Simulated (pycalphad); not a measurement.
All values are pycalphad results on the COST 507 light-alloy database (1999) (1 atm), not direct measurements. These are 1990s assessments: newer ones move some temperatures and phases.

How does the equilibrium phase assembly of Al-7.399Fe-8.46Si (wt.%) change on cooling from 1850 K to 500 K?


| T (K) | phases above | phases below |
|---|---|---|
| 1043.6 | LIQUID | AL13FE4 + LIQUID |
| 992.7 | AL13FE4 + LIQUID | AL13FE4 + ALFESI_ALPHA + LIQUID |
| 988.6 | AL13FE4 + ALFESI_ALPHA + LIQUID | ALFESI_ALPHA + LIQUID |
| 940.2 | ALFESI_ALPHA + LIQUID | ALFESI_ALPHA + ALFESI_BETA + LIQUID |
| 916.8 | ALFESI_ALPHA + ALFESI_BETA + LIQUID | ALFESI_BETA + LIQUID |
| 886.8 | ALFESI_BETA + LIQUID | ALFESI_BETA + FCC_A1 + LIQUID |
| 848.9 | ALFESI_BETA + FCC_A1 + LIQUID | ALFESI_BETA + DIAMOND_A4 + FCC_A1 |
Changes were sought between steps of 75 K, so a narrower field can be missed.

Database names, with the compositions (at.%) that they take in these runs: AL13FE4: Al 75 Fe 24 Si 1; ALFESI_ALPHA: Al 72 Fe 19 Si 9; ALFESI_BETA: Al 70 Fe 15 Si 15. FCC_A1 is fcc; DIAMOND_A4 is diamond (Si).
